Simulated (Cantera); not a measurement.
Standard-state values (1 bar) from the NASA 1993 polynomials, evaluated with Cantera. Values are per mole of reaction as written; species without (g) are pure solids or liquids, kept so even where they would boil at 1 bar.

4 NO(g) + Zr ⇌ 2 N2O(g) + ZrO2, with ΔH° = -1299.4 kJ and ΔS° = -391.5 J/K at 300 K.

Q: How far is the shortcut ΔG° ≈ ΔH°(300 K) − T·ΔS°(300 K) from the full temperature-dependent value at 1925, 2075, 2225, 2375, 2525, 2675 K?

A: 
```tsv
T (K)	shortcut (kJ)	full (kJ)	difference (kJ)	difference in log10 K	condensed phases
1925	-545.7	-566.4	20.7	-0.56	Zr(β), ZrO2(tetragonal)
2075	-487.0	-511.7	24.8	-0.62	Zr(β), ZrO2(tetragonal)
2225	-428.2	-456.2	28.0	-0.66	Zr(l), ZrO2(tetragonal)
2375	-369.5	-400.3	30.8	-0.68	Zr(l), ZrO2(tetragonal)
2525	-310.8	-344.4	33.7	-0.70	Zr(l), ZrO2(tetragonal)
2675	-252.0	-288.7	36.6	-0.72	Zr(l), ZrO2(s)
```
The shortcut ignores heat capacities and the phase changes listed.
